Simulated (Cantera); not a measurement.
Input (Python, Cantera):

```python
import numpy as np
import cantera as ct

gas = ct.Solution("h2o2.yaml")
gas.TPX = 1350, 11000, {'H2': 0.69, 'O2': 1, 'N2': 3.9}
reactor = ct.IdealGasConstPressureReactor(gas, energy="off", clone=False)
net = ct.ReactorNet([reactor])
net.rtol, net.atol = 1e-08, 1e-18
show = ['H2', 'O2', 'O', 'OH', 'H']
times = np.geomspace(8e-05, 3, 13)

steps = ct.SolutionArray(gas, extra=["t"])
rows = []
print(f"{'t/s':>10s}{'T/K':>9s}{'P/Pa':>11s}" + "".join(f"{s:>11s}" for s in show))
for t in times:
    while net.time < t:
        t_next = net.step()
        steps.append(gas.state, t=t_next)
    rows.append([np.interp(t, steps.t, y) for y in (steps.T, steps.P, *steps(*show).X.T)])
    print(f"{t:10.3e}{rows[-1][0]:9.1f}{rows[-1][1]:11.4g}" + "".join(f"{x:11.3e}" for x in rows[-1][2:]))
rate = np.gradient(steps.T, steps.t)
print("integrator steps:", len(steps.t))
if steps.T.max() > steps.T[0] + 200:
    print(f"time of steepest temperature rise: {steps.t[rate.argmax()]:.4e} s")
gas.TPX = 1350, 11000, {'H2': 0.69, 'O2': 1, 'N2': 3.9}
gas.equilibrate("TP")
print(f"equilibrium (TP): T = {gas.T:.1f} K  " + "  ".join(f"{s} {gas[s].X[0]:.3e}" for s in show))
```

It prints:

```
       t/s      T/K       P/Pa         H2         O2          O         OH          H
 8.000e-05   1350.0    1.1e+04  1.234e-01  1.789e-01  1.429e-06  1.019e-06  4.365e-06
 1.924e-04   1350.0    1.1e+04  1.084e-01  1.716e-01  2.567e-03  1.753e-03  7.618e-03
 4.628e-04   1350.0    1.1e+04  1.003e-02  1.194e-01  2.580e-02  6.562e-03  4.180e-02
 1.113e-03   1350.0    1.1e+04  7.378e-03  1.208e-01  1.648e-02  5.646e-03  2.271e-02
 2.678e-03   1350.0    1.1e+04  3.237e-03  1.226e-01  6.373e-03  3.733e-03  5.719e-03
 6.441e-03   1350.0    1.1e+04  6.774e-04  1.241e-01  1.267e-03  1.690e-03  5.084e-04
 1.549e-02   1350.0    1.1e+04  1.030e-04  1.246e-01  1.917e-04  6.600e-04  2.989e-05
 3.726e-02   1350.0    1.1e+04  1.941e-05  1.248e-01  3.674e-05  2.899e-04  2.507e-06
 8.963e-02   1350.0    1.1e+04  4.921e-06  1.248e-01  9.493e-06  1.475e-04  3.285e-07
 2.156e-01   1350.0    1.1e+04  1.545e-06  1.249e-01  3.022e-06  8.321e-05  5.894e-08
 5.185e-01   1350.0    1.1e+04  5.790e-07  1.249e-01  1.141e-06  5.111e-05  1.369e-08
 1.247e+00   1350.0    1.1e+04  2.904e-07  1.249e-01  5.717e-07  3.617e-05  4.901e-09
 3.000e+00   1350.0    1.1e+04  2.329e-07  1.249e-01  4.571e-07  3.233e-05  3.526e-09
integrator steps: 1963
equilibrium (TP): T = 1350.0 K  H2 2.306e-07  O2 1.249e-01  O 4.525e-07  OH 3.217e-05  H 3.474e-09
```

Computed with Cantera and the H2/O2 subset of GRI-Mech 3.0, which has no nitrogen chemistry. The temperature is held fixed by assumption; the heat of reaction is taken as removed at once.
